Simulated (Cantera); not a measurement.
An isothermal, constant-pressure homogeneous reactor starts with CH4 : N2 = 1 : 0.56 (molar parts), at 1825 K and 1330 Pa.

Cantera simulation using GRI-Mech 3.0 (53 species, 325 reactions); the numbers are that mechanism's predictions, not measurements. GRI-Mech 3.0 stops at C3 and has no aromatics, soot or wall deposition, so with more carbon than oxygen in the feed, carbon stays in small species such as C2H2 where larger ones or solid carbon would form. Radical loss at walls, strong at low pressure, is not modelled.

One state of this run: x CH4 = 0.00518; x C2H = 7.56e-6; x H2 = 0.579; x CH2 = 1.77e-6; x CH3 = 0.000418; x HCN = 4.60e-6; x C2H4 = 4.20e-5. x: mole fraction; the columns are a selection and need not sum to one.

Which value of t (s) does it belong to?
A. 5.09e-6
B. 0.000674
C. 2.31
D. 0.454

D, 0.454
